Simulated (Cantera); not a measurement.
A closed system holds: 1 mol Fe2O3, 16 mol H2, 0.074 mol H2O, equilibrated at 2150 K.

Cantera equilibrium calculation (NASA polynomials, part measured and part estimated; ideal gas, pure solids and liquids). Candidate condensed phases: Fe, FeO, Fe(OH)2, Fe(OH)3, Fe2O3, Fe3O4, H2O; 12 gas species. Rates play no part.

### Question
Which condensed phases are stable at each of these points (P (Pa)): 10, 100, 1000, 10000, 100000, 1000000?

### Answer
```
P (Pa)   condensed phases  Fe condensed (%)
-------  ----------------  ----------------
10               gas only               0.0
100              gas only               0.0
1000             gas only               0.0
10000               Fe(l)              85.6
100000              Fe(l)              98.5
1000000             Fe(l)              99.8
```

From 10.0 Pa to 1000 Pa nothing is condensed. From 10000 Pa to 1000000 Pa the condensed part is Fe(l).
